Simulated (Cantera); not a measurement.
An adiabatic, constant-volume homogeneous reactor starts with CH₄ : CO : O₂ : N₂ = 1 : 0.032 : 1.26 : 15.1 (molar parts), equivalence ratio 1.6, at 1250 K and 3750 Torr. Integrator tolerance rtol = 1e-08.

Model: GRI-Mech 3.0 (53 species, 325 reactions), integrated in Cantera.

Question: What does this change do: 0.042 parts C2H6 added?

Answer: 
```csv
quantity,before,after
time of steepest temperature rise,22.7 ms,8.96 ms
temperature at 3.00 s,2070 K,2036 K
equilibrium temperature,2070 K,2036 K
x(CH₄) at 3.00 s,8.79e-11 (gas-phase equilibrium 9.88e-11),2.40e-10 (gas-phase equilibrium 2.70e-10)
x(CO) at 3.00 s,0.0422 (gas-phase equilibrium 0.0422),0.0478 (gas-phase equilibrium 0.0478)
x(O₂) at 3.00 s,7.68e-8 (gas-phase equilibrium 7.68e-8),2.80e-8 (gas-phase equilibrium 2.80e-8)
x(C₂H₂) at 3.00 s,<1e-12 (gas-phase equilibrium <1e-12),<1e-12 (gas-phase equilibrium <1e-12)
x(H₂O) at 3.00 s,0.0691 (gas-phase equilibrium 0.0691),0.0652 (gas-phase equilibrium 0.0652)
```

Question: What does this change do: initial temperature 1250 to 1048 K?

Answer: 
```csv
quantity,before,after
time of steepest temperature rise,22.7 ms,0.337 s
temperature at 3.00 s,2070 K,1886 K
equilibrium temperature,2070 K,1886 K
x(CH₄) at 3.00 s,8.79e-11 (gas-phase equilibrium 9.88e-11),3.97e-10 (gas-phase equilibrium 4.41e-10)
x(CO) at 3.00 s,0.0422 (gas-phase equilibrium 0.0422),0.0410 (gas-phase equilibrium 0.0410)
x(O₂) at 3.00 s,7.68e-8 (gas-phase equilibrium 7.68e-8),3.71e-9 (gas-phase equilibrium 3.71e-9)
x(C₂H₂) at 3.00 s,<1e-12 (gas-phase equilibrium <1e-12),<1e-12 (gas-phase equilibrium <1e-12)
x(H₂O) at 3.00 s,0.0691 (gas-phase equilibrium 0.0691),0.0679 (gas-phase equilibrium 0.0679)
```
